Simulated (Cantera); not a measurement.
A jet of 4.26 % H2, 11.7 % O2, 84.0 % N2, equivalence ratio 0.18 at 300 K and 0.474 atm hits a platinum plate 3 cm away at a mass flux of 0.091 kg/m²/s; the plate temperature is set and raised in steps from an oxygen-covered start.

Cantera simulation using Deutschmann's 1995 Pt surface mechanism with GRI-Mech 3.0 gas chemistry; the numbers are that mechanism's predictions, not measurements. Catalytic surfaces can have several steady states; this one follows from the mechanism file's or the stated starting coverage.

x: mole fraction at the wall; θ: surface coverage.

```json
[
 {"plate T (K)": "700", "wall x H2": "0.00177", "wall x O2": "0.0736", "wall x H2O": "0.0781", "wall x OH": "<1e-8", "θ free Pt": "0.0453", "θ O*": "0.947", "θ OH*": "___"},
 {"plate T (K)": "750", "wall x H2": "0.00161", "wall x O2": "0.0736", "wall x H2O": "0.0779", "wall x OH": "<1e-8", "θ free Pt": "0.0520", "θ O*": "0.942", "θ OH*": "___"},
 {"plate T (K)": "800", "wall x H2": "0.00125", "wall x O2": "0.0734", "wall x H2O": "0.0782", "wall x OH": "<1e-8", "θ free Pt": "0.0694", "θ O*": "0.925", "θ OH*": "___"},
 {"plate T (K)": "850", "wall x H2": "0.000901", "wall x O2": "0.0731", "wall x H2O": "0.0785", "wall x OH": "1.03e-8", "θ free Pt": "0.101", "θ O*": "0.894", "θ OH*": "0.00486"},
 {"plate T (K)": "900", "wall x H2": "0.000655", "wall x O2": "0.0730", "wall x H2O": "0.0786", "wall x OH": "3.14e-8", "θ free Pt": "0.145", "θ O*": "0.850", "θ OH*": "0.00453"},
 {"plate T (K)": "950", "wall x H2": "0.000498", "wall x O2": "0.0729", "wall x H2O": "0.0787", "wall x OH": "8.51e-8", "θ free Pt": "0.197", "θ O*": "0.799", "θ OH*": "0.00418"},
 {"plate T (K)": "1000", "wall x H2": "0.000399", "wall x O2": "0.0729", "wall x H2O": "0.0786", "wall x OH": "2.10e-7", "θ free Pt": "0.255", "θ O*": "0.742", "θ OH*": "___"}
]
```

What belongs in the gaps?


- 700, θ OH*: 0.00787
- 750, θ OH*: 0.00610
- 800, θ OH*: 0.00526
- 1000, θ OH*: 0.00381
